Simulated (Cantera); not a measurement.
Stirred combustor or abatement burner

A perfectly stirred reactor is fed with 6.80 % CH3OH, 16.7 % O2, 62.9 % N2, 13.6 % H2O, equivalence ratio 0.61, at 2.10 bar; it is adiabatic with a 425 K inlet, and is followed from long to short residence time, starting on the burning branch (τ in s: 0.064, 0.026, 0.011, 0.0043, 0.0018, 0.00072, 0.00029, 0.00012, 4.9e-05, 2e-05, 8.1e-06).

Model: GRI-Mech 3.0 (53 species, 325 reactions), integrated in Cantera. GRI-Mech 3.0 was tuned for natural gas; its chemistry of methanol as a main component is partial and can be far from experiment.

| τ (s) | T (K) | x CH3OH | x O2 | x H2O | x H2O2 | x CH3 | x C2H6 | x HCO |
|---|---|---|---|---|---|---|---|---|
| 0.064 | 1635 | 6.25e-6 | 0.0631 | 0.262 | 2.31e-7 | 1.86e-8 | <1e-12 | 2.59e-8 |
| 0.026 | 1631 | 1.18e-5 | 0.0632 | 0.262 | 3.49e-7 | 3.09e-8 | <1e-12 | 6.37e-8 |
| 0.011 | 1626 | 2.14e-5 | 0.0635 | 0.262 | 5.14e-7 | 5.78e-8 | <1e-12 | 1.51e-7 |
| 0.0043 | 1615 | 4.15e-5 | 0.0640 | 0.261 | 7.77e-7 | 1.41e-7 | 2.22e-12 | 3.86e-7 |
| 0.0018 | 1596 | 7.95e-5 | 0.0651 | 0.260 | 1.15e-6 | 3.74e-7 | 1.38e-11 | 9.29e-7 |
| 0.00072 | 1551 | 0.000190 | 0.0680 | 0.258 | 1.93e-6 | 1.16e-6 | 1.53e-10 | 2.39e-6 |
| 0.00029 | 425 | 0.0680 | 0.167 | 0.136 | <1e-12 | <1e-12 | <1e-12 | <1e-12 |
| 0.00012 | 425 | 0.0680 | 0.167 | 0.136 | <1e-12 | <1e-12 | <1e-12 | <1e-12 |
| 4.9e-5 | 425 | 0.0680 | 0.167 | 0.136 | <1e-12 | <1e-12 | <1e-12 | <1e-12 |
| 2.0e-5 | 425 | 0.0680 | 0.167 | 0.136 | <1e-12 | <1e-12 | <1e-12 | <1e-12 |
| 8.1e-6 | 425 | 0.0680 | 0.167 | 0.136 | <1e-12 | <1e-12 | <1e-12 | <1e-12 |
x: mole fraction; the columns are a selection and need not sum to one.
